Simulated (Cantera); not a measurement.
Counterflow diffusion flame

A counterflow diffusion flame at 750 Torr, nozzles 20 mm apart: fuel side 100 % CH3OH at 450 K, oxidiser side 17.0 % O2, 83.0 % N2 at 650 K, fuel mass flux 1 times the oxidiser's; mixture-averaged transport, no radiation.

Detailed kinetics in Cantera: GRI-Mech 3.0 (53 species, 325 reactions). GRI-Mech 3.0 was tuned for natural gas; its chemistry of methanol as a main component is partial and can be far from experiment. GRI-Mech 3.0 has no aromatics or soot, which form on the fuel side of real flames. The maximum strain rate includes the flame's own expansion and is several times the mean.

```csv
oxidiser flux (kg/m²/s),max strain (1/s),mean strain (1/s),T max (K),peak x OH,peak x H,peak x NO,peak x CO,peak x C2H2
0.25,180,38.1,2009,0.00780,0.00634,5.21e-5,0.158,0.000110
0.42,290,64.1,1955,0.00788,0.00743,4.06e-5,0.155,0.000155
0.72,480,110,1894,0.00776,0.00854,3.24e-5,0.151,0.000213
1.2,778,183,1841,0.00762,0.00957,2.71e-5,0.147,0.000271
2.1,1320,320,1779,0.00718,0.0104,2.11e-5,0.142,0.000313
3.5,2150,534,1721,0.00654,0.0109,1.55e-5,0.138,0.000299
6,3590,915,1661,0.00561,0.0106,9.77e-6,0.134,0.000215
```
x: mole fraction; the columns are a selection and need not sum to one.
